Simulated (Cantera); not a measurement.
Charge: 1 mol PbCl2, 0.02 mol HCl, 67 mol H2, equilibrated at 550 °C and 780 Pa.

These are equilibrium values from Cantera (NASA tables, ideal gas, pure condensed phases), not measurements of a reactor. Candidate condensed phases: Pb, PbCl2; 10 gas species. Equilibrium is a limit: real reactors are often held back by kinetics, nucleation or transport.

Base state: H2 0.971, HCl 0.0287, PbCl2 0.000406, PbCl 0.000199, Pb 1.72e-5 (mole fractions); condensed: Pb(l).

### Question
What changes in the equilibrium state with this change: temperature from 550 °C to 1502 °C?

### Answer
```
species       before     after
----------  --------  --------
H2             0.971     0.953
HCl           0.0287    0.0290
Pb           1.72e-5    0.0143
H              <1e-9   0.00320
Cl             <1e-9   7.47e-5
PbCl2       0.000406   2.60e-7
PbCl        0.000199  0.000184
Pb(l), mol     0.957         0
```
